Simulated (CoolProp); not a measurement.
Water at several states: Z from the reference equation and from simpler models built on Tc = 647.1 K, pc = 22060 kPa, ω = 0.344; each cubic takes its own stable root.

The numbers come from the reference Helmholtz-energy equation of state, Wagner 2002 in CoolProp.

| T (K) | p (kPa) | phase | reference |
|---|---|---|---|
| 348.6 | 5080 | liquid | 0.03233 |
| 458 | 24.3 | gas | 0.9986 |
| 789.2 | 18500 | gas | 0.8576 |
| 565.5 | 35700 | liquid | 0.1774 |
| 461.9 | 5690 | liquid | 0.03031 |
| 568 | 234 | gas | 0.9942 |

Question: How far does each simpler model (van der Waals, Redlich-Kwong, Soave-Redlich-Kwong, Peng-Robinson) lie from the reference over these 6 states: mean and median of the absolute difference, and the worst?

Answer: 
- van der Waals: mean 53.4 %, median 51.7 %, worst +111.0 % at 461.9 K and 5690 kPa
- Redlich-Kwong: mean 22.8 %, median 21.0 %, worst +48.9 % at 565.5 K and 35700 kPa
- Soave-Redlich-Kwong: mean 19.2 %, median 17.6 %, worst +42.3 % at 565.5 K and 35700 kPa
- Peng-Robinson: mean 11.5 %, median 10.5 %, worst +26.2 % at 565.5 K and 35700 kPa
